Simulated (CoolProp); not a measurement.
CHF3 (R23) along the isobar 27.9 MPa: density (kg/m³) from the reference equation and from simpler models built on Tc = 299.3 K, pc = 4.832 MPa, ω = 0.263; each cubic takes its own stable root.

The numbers come from the reference Helmholtz-energy equation of state, Penoncello 2003 in CoolProp.

```tsv
T (K)	phase	reference
199.5	liquid	1478
212.9	liquid	1436
226.3	liquid	1392
239.7	liquid	1348
253.1	liquid	1303
266.5	liquid	1257
279.9	liquid	1209
293.3	liquid	1160
306.7	supercritical	1109
320.1	supercritical	1058
333.6	supercritical	1005
347	supercritical	951.5
360.4	supercritical	898.6
373.8	supercritical	846.7
387.2	supercritical	796.6
400.6	supercritical	749.0
```

**Question.** How far does each simpler model (Soave-Redlich-Kwong, Peng-Robinson) lie from the reference over these 16 states: mean and median of the absolute difference, and the worst?

**Answer.** 
- Soave-Redlich-Kwong: mean 13.3 %, median 13.3 %, worst -13.9 % at 360.4 K and 27.9 MPa
- Peng-Robinson: mean 3.9 %, median 3.3 %, worst -6.5 % at 400.6 K and 27.9 MPa
